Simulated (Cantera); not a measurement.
Cantera run:

```python
import numpy as np
import cantera as ct

gas_names = """
    F F2 H HF H2 H2F2 H3F3 H4F4 H5F5 H6F6 H7F7 N NF NF2 NF3 NH NH2 NH3 N2 N2H2 N2H4 Si SiF SiF2 SiF3
    SiF4 SiH SiHF3 SiH2 SiH2F2 SiH3 SiH3F SiH4 SiN Si2 Si2N Si3
""".split()
cond_names = """
    Si(cr) Si(L) Si3N4(a)
""".split()


# ... load() reads the species with a 1 bar reference pressure and builds the phases ...
atoms = {
    'Si3N4': {'Si': 3, 'N': 4},
    'HF': {'H': 1, 'F': 1},
    'H2': {'H': 2},
}
top_T = {'Si3N4(a)': 2400}  # K; cautious upper limits of use, not melting points


# ... equilibrate(T, P, feed) seeds the gas with the atoms and calls Mixture.equilibrate('TP', solver="vcs", rtol=1e-11, max_steps=5000) ...
results = []
feed = {'Si3N4': 1, 'HF': 38, 'H2': 1.7}  # mol
T = 1250  # K
P = 1.2  # Pa
mix = equilibrate(T, P, feed)
results.append((T, P, feed, dict(zip(mix.species_names, mix.species_moles))))
print(gas.report(threshold=1e-05))
for i in range(1, mix.n_phases):
    print(f"{mix.phase(i).name:16s} {mix.phase_moles(i):12.5e} mol")
```

Result:

```
       temperature   1250 K
          pressure   1.2 Pa
           density   2.6967e-06 kg/m^3
  mean mol. weight   23.356 kg/kmol
   phase of matter   gas

                          1 kg             1 kmol
                     ---------------   ---------------
          enthalpy       -1.1772e+07       -2.7495e+08  J
   internal energy       -1.2217e+07       -2.8535e+08  J
           entropy             13959        3.2604e+05  J/K
    Gibbs function       -2.9221e+07        -6.825e+08  J
 heat capacity c_p            1586.2             37048  J/K
 heat capacity c_v            1230.2             28733  J/K

                      mass frac. Y      mole frac. X     chem. pot. / RT
                     ---------------   ---------------   ---------------
                 H        2.6857e-06         6.223e-05           -15.517
                HF           0.57551           0.67187           -61.221
                H2          0.017166           0.19888           -31.034
                N2          0.061981          0.051676           -39.763
              SiF3        0.00031493        8.6454e-05           -164.74
              SiF4           0.34502          0.077426           -210.44
     [  +31 minor]        5.0393e-06        1.3894e-06

Si(cr)            0.00000e+00 mol
Si3N4(a)          0.00000e+00 mol
```

Method: chemical equilibrium by Gibbs-energy minimisation in Cantera with the NASA 1993 tables (ideal gas, pure condensed phases). The tables' values for SiF3 are old estimates; treat these amounts as uncertain.
